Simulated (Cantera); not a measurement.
A perfectly stirred reactor is fed with C2H6 : N2 = 1 : 1.6 (molar parts), at 0.285 Torr; it is held at 2000 K, and followed from long to short residence time.

Cantera simulation using GRI-Mech 3.0 (53 species, 325 reactions); the numbers are that mechanism's predictions, not measurements. GRI-Mech 3.0 stops at C3 and has no aromatics, soot or wall deposition, so with more carbon than oxygen in the feed, carbon stays in small species such as C2H2 where larger ones or solid carbon would form. Radical loss at walls, strong at low pressure, is not modelled.

Question: What does this change do: temperature 2000 to 1400 K?

Answer: 
```json
[
 {"quantity": "x(C2H6) at τ = 0.610 s", "before": "0.000333", "after": "0.0415"},
 {"quantity": "x(CH2) at τ = 0.610 s", "before": "9.79e-5", "after": "3.72e-6"},
 {"quantity": "x(H2) at τ = 0.610 s", "before": "0.381", "after": "0.168"},
 {"quantity": "x(C2H4) at τ = 0.610 s", "before": "0.00226", "after": "0.0916"},
 {"quantity": "x(C2H2) at τ = 0.610 s", "before": "0.200", "after": "0.0753"},
 {"quantity": "x(C2H6) at τ = 4.60 ms", "before": "0.0427", "after": "0.380"},
 {"quantity": "x(CH2) at τ = 4.60 ms", "before": "0.000481", "after": "4.30e-7"},
 {"quantity": "x(H2) at τ = 4.60 ms", "before": "0.150", "after": "0.00112"},
 {"quantity": "x(C2H4) at τ = 4.60 ms", "before": "0.0629", "after": "0.00117"},
 {"quantity": "x(C2H2) at τ = 4.60 ms", "before": "0.0574", "after": "1.09e-6"}
]
```

Question: What does this change do: temperature 2000 to 1148 K?

Answer: 
| quantity | before | after |
|---|---|---|
| x(C2H6) at τ = 0.610 s | 0.000333 | 0.347 |
| x(CH2) at τ = 0.610 s | 9.79e-5 | 1.86e-8 |
| x(H2) at τ = 0.610 s | 0.381 | 0.0212 |
| x(C2H4) at τ = 0.610 s | 0.00226 | 0.0236 |
| x(C2H2) at τ = 0.610 s | 0.200 | 0.000285 |
| x(C2H6) at τ = 4.60 ms | 0.0427 | 0.385 |
| x(CH2) at τ = 4.60 ms | 0.000481 | 4.30e-12 |
| x(H2) at τ = 4.60 ms | 0.150 | 3.69e-7 |
| x(C2H4) at τ = 4.60 ms | 0.0629 | 3.87e-7 |
| x(C2H2) at τ = 4.60 ms | 0.0574 | <1e-12 |
